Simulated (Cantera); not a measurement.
A closed system holds: 1 mol Fe2O3, 1.1 mol HCl, 4.6 mol N2, at 1052 °C and 0.158 Torr.

Equilibrium computed with Cantera from the NASA thermochemical tables; the gas is ideal and each condensed phase is pure. Candidate condensed phases: Fe, FeCl2, FeCl3, FeO, Fe(OH)2, Fe(OH)3, Fe2O3, Fe3O4, H2O, NH4Cl; 37 gas species. The numbers say what is thermodynamically allowed, not how fast it happens.

Base state: N2 0.779, HCl 0.139, O2 0.0282, H2O 0.0238, FeCl2 0.0179, Cl 0.0115, NO 0.000169, Cl2 0.000116 (mole fractions); condensed: Fe3O4(s).

What changes in the equilibrium state with this change: HCl from 1.1 to 12 mol?


| species | before | after |
|---|---|---|
| HCl | 0.139 | 0.528 |
| N2 | 0.779 | 0.270 |
| H2O | 0.0238 | 0.0875 |
| FeCl2 | 0.0179 | 0.0768 |
| Cl | 0.0115 | 0.0201 |
| O2 | 0.0282 | 0.0173 |
| FeCl3 | 3.03e-5 | 0.000228 |
| Cl2 | 0.000116 | 0.000357 |
| NO | 0.000169 | 7.79e-5 |
| Fe3O4(s), mol | 0.631 | 0.229 |
